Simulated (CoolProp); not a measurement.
Vapour-liquid equilibrium of propylene (1) + acetone (2) at 286.1 K; x and y are mole fractions of (1).

The numbers come from the multi-fluid Helmholtz-energy mixture model, Lemmon 2013 and Lemmon 2006; pair parameters Bell 2016 in CoolProp.

| x | bubble pressure, mixture model (bar) | bubble pressure, Raoult's law (bar) | y, mixture model | y, Raoult's law |
|---|---|---|---|---|
| 0.05 | 1.114 | 0.5913 | 0.842 | 0.714 |
| 0.125 | 2.428 | 1.211 | 0.929 | 0.871 |
| 0.2 | 3.557 | 1.831 | 0.953 | 0.922 |
| 0.275 | 4.464 | 2.450 | 0.963 | 0.947 |
| 0.35 | 5.151 | 3.070 | 0.969 | 0.962 |
| 0.425 | 5.654 | 3.690 | 0.973 | 0.972 |
| 0.5 | 6.021 | 4.310 | [?] | 0.979 |
| 0.575 | [?] | 4.929 | 0.977 | 0.985 |
| 0.65 | 6.558 | 5.549 | 0.979 | 0.989 |
| 0.725 | [?] | 6.169 | 0.981 | 0.992 |
| 0.8 | 7.130 | 6.789 | 0.984 | 0.995 |
| 0.875 | 7.521 | 7.408 | [?] | 0.997 |
| 0.95 | 8.026 | 8.028 | [?] | 0.999 |

### Question
Complete the blanks.

### Answer

- 0.5, y, mixture model: 0.975
- 0.575, bubble pressure, mixture model (bar): 6.306
- 0.725, bubble pressure, mixture model (bar): 6.820
- 0.875, y, mixture model: 0.988
- 0.95, y, mixture model: 0.994

The largest gap from Raoult's law is +100.5 % in bubble pressure, at x = 0.125. No azeotrope shows between x = 0.05 and 0.95.

The pair parameters rest on a limited set of measurements; away from them the model extrapolates. With so large a gap from Raoult's law the liquid may split in two, which this calculation doesn't test in full.
